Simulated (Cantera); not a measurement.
An isothermal, constant-pressure homogeneous reactor starts with 2.50 % C₂H₆, 97.5 % H₂, at 1673 K and 0.133 bar.

Model: GRI-Mech 3.0 (53 species, 325 reactions), integrated in Cantera. GRI-Mech 3.0 stops at C3 and has no aromatics, soot or wall deposition, so with more carbon than oxygen in the feed, carbon stays in small species such as C2H2 where larger ones or solid carbon would form.

x: mole fraction; the columns are a selection and need not sum to one.

| t (s) | x C₂H₆ | x H₂ | x CH₃ | x CH₄ | x CH₂ | x C₂H |
|---|---|---|---|---|---|---|
| 5.00e-5 | 0.00889 | 0.964 | ? | 0.0147 | 4.07e-6 | 4.62e-9 |
| 0.000113 | 0.000640 | 0.958 | ? | 0.0263 | 3.65e-6 | 3.87e-8 |
| 0.000255 | 3.05e-5 | 0.959 | ? | 0.0276 | 1.52e-6 | 5.26e-8 |
| 0.000577 | 1.44e-5 | 0.960 | ? | 0.0278 | 5.71e-7 | 4.27e-8 |
| 0.00130 | 7.57e-6 | 0.961 | ? | 0.0278 | 2.12e-7 | 2.96e-8 |
| 0.00294 | 4.01e-6 | 0.961 | ? | 0.0278 | 8.78e-8 | 2.01e-8 |
| 0.00665 | 2.67e-6 | 0.961 | 0.000175 | 0.0276 | 5.23e-8 | 1.60e-8 |
| 0.0150 | 2.41e-6 | 0.962 | 0.000165 | 0.0273 | 4.69e-8 | 1.55e-8 |
| 0.0340 | 2.29e-6 | 0.962 | 0.000160 | 0.0266 | 4.58e-8 | 1.59e-8 |
| 0.0767 | 2.06e-6 | 0.963 | 0.000152 | 0.0251 | 4.37e-8 | 1.70e-8 |
| 0.173 | 1.65e-6 | 0.964 | ? | 0.0224 | 3.96e-8 | 1.91e-8 |
| 0.392 | 1.07e-6 | 0.966 | ? | 0.0178 | 3.26e-8 | 2.25e-8 |
| 0.885 | 5.29e-7 | 0.969 | ? | 0.0122 | 2.33e-8 | 2.69e-8 |
| 2.00 | 2.08e-7 | 0.972 | ? | 0.00729 | 1.44e-8 | 3.09e-8 |

### Question
Complete the blanks.

### Answer

- 5.00e-5, x CH₃: 0.00270
- 0.000113, x CH₃: 0.00180
- 0.000255, x CH₃: 0.00105
- 0.000577, x CH₃: 0.000612
- 0.00130, x CH₃: 0.000362
- 0.00294, x CH₃: 0.000229
- 0.173, x CH₃: 0.000136
- 0.392, x CH₃: 0.000110
- 0.885, x CH₃: 7.67e-5
- 2.00, x CH₃: 4.64e-5
